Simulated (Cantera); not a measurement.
**Equilibrium for carbothermic reduction: Fe₂O₃ + CH₄ + N₂**

A closed system holds: 1 mol Fe₂O₃, 2.8 mol CH₄, 1.9 mol N₂, equilibrated at 17.0 Pa.

These are equilibrium values from Cantera (NASA tables, ideal gas, pure condensed phases), not measurements of a reactor. Candidate condensed phases: C, C₆H₆, C₇H₈, C₈H₁₈, Fe, Fe(CO)₅, FeO, Fe(OH)₂, Fe(OH)₃, Fe₂O₃, Fe₃O₄, H₂O; 140 gas species. Rates play no part.

| T (°C) | x H | x H₂ | x CO | x Fe | x N₂ | x H₂O |
|---|---|---|---|---|---|---|
| 1550 | 0.0217 | 0.425 | 0.223 | 0.161 | 0.153 | 0.0141 |
| 1650 | 0.0461 | 0.408 | 0.221 | 0.159 | 0.151 | 0.0139 |
| 1750 | 0.0894 | 0.377 | 0.216 | 0.155 | 0.148 | 0.0134 |
| 1850 | 0.158 | 0.328 | 0.208 | 0.150 | 0.142 | 0.0123 |
| 1950 | 0.251 | 0.261 | 0.197 | 0.142 | 0.135 | 0.0102 |
| 2050 | 0.359 | 0.185 | 0.185 | 0.133 | 0.126 | 0.00670 |
| 2150 | 0.459 | 0.114 | 0.173 | 0.124 | 0.118 | 0.00295 |
| 2250 | 0.532 | 0.0623 | 0.165 | 0.118 | 0.112 | 0.000854 |
x: gas mole fraction; nothing condenses.

From 1550 °C to 2250 °C nothing is condensed. The main Fe-bearing gas is Fe throughout.
